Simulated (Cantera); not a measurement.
Feed: 1 mol MgO, 0.52 mol SO₂, 0.068 mol H₂O, held at 1700 K and 2250 Torr.

These are equilibrium values from Cantera (NASA tables, ideal gas, pure condensed phases), not measurements of a reactor. Candidate condensed phases: H₂O, H₂SO₄, Mg, MgO, Mg(OH)₂, MgS, MgSO₄, S; 26 gas species. Kinetics and transport are ignored.

Base state: SO₂ 0.884, H₂O 0.115, SO 0.000312, SO₃ 0.000231, H₂ 0.000135, O₂ 9.81e-5, OH 4.36e-5 (mole fractions); condensed: MgO(s).

### Question
What changes in the equilibrium state with this change: temperature from 1700 K to 925 K?

### Answer
```json
[
 {"species": "SO₂", "before": "0.884", "after": "0.879"},
 {"species": "H₂O", "before": "0.115", "after": "0.117"},
 {"species": "S₂", "before": "6.87e-8", "after": "0.00257"},
 {"species": "O₂", "before": "9.81e-5", "after": "<1e-9"},
 {"species": "OH", "before": "4.36e-5", "after": "<1e-9"},
 {"species": "MgO(s), mol", "before": "1.00", "after": "0.991"},
 {"species": "MgSO₄(s), mol", "before": "0", "after": "0.00908"}
]
```
Gases not in the tables: S₃ to S₇.
